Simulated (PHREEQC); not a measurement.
Model water analysis in mg/kgw, 25 °C, pH 3.11, pe 9.2:

```csv
constituent,mg/kgw
Na,152
K,10.4
Ca,195
Mg,76.3
Cl,243
S(6) as SO4,1340
Mn(2),0.199
Fe(3),257
Cu(2),0.626
Zn,19.5
```

Cl is adjusted to close the charge balance.
Valence states are taken as typed.

The numbers come from PHREEQC with the ion-association model, phreeqc.dat.

Each row changes one thing in this solution. Precipitation was switched off in this run.

```csv
case,ionic strength (mol/kgw),SO4-2 (mol/kgw),Ca+2 (mol/kgw),FeSO4+ (mol/kgw),Mg+2 (mol/kgw),CaSO4 (mol/kgw),SI of Fe(OH)3(a) (Fe(OH)3),SI of Gypsum (CaSO4:2H2O)
as made,0.0420,0.00797,0.00364,0.00272,0.00216,0.00122,+0.17,-0.58
all concentrations times 2 at the same typed pH,0.0798,0.0146,0.00680,0.00538,0.00398,0.00291,+0.26,-0.20
K from 10.4 to 20.8 mg/kgw,0.0423,0.00797,0.00364,0.00271,0.00216,0.00122,+0.17,-0.58
```

Some of these states are supersaturated (in Jarosite-K, Fe(OH)3(a), for instance).
